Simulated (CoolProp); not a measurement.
Properties of ammonia along the isobar 4.74 bar (Tc = 405.6 K, pc = 113.6 bar, ω = 0.256).

Values from CoolProp's reference Helmholtz-energy equation of state, Gao 2020.

```csv
T (K),phase,density (kg/m³),cv (kJ/(kg K)),Joule-Thomson coefficient (K/MPa),isothermal compressibility (1/MPa),expansivity (1/kK)
364.6,gas,2.726,?,14.00,2.161,2.986
393,gas,2.515,1.807,11.16,2.148,2.712
421.4,gas,2.336,1.850,9.104,2.139,2.493
449.8,gas,2.182,1.897,7.555,2.133,2.312
478.3,gas,2.047,1.946,6.351,2.128,2.158
506.7,gas,1.929,?,?,2.124,2.025
535.1,gas,1.825,2.046,?,2.121,1.909
563.5,gas,1.731,2.097,?,2.119,1.807
592,gas,1.646,2.148,3.508,2.118,1.715
```

Question: Fill in the missing entries.

Answer: 
- 364.6, cv (kJ/(kg K)): 1.774
- 506.7, cv (kJ/(kg K)): 1.996
- 506.7, Joule-Thomson coefficient (K/MPa): 5.403
- 535.1, Joule-Thomson coefficient (K/MPa): 4.640
- 563.5, Joule-Thomson coefficient (K/MPa): 4.020
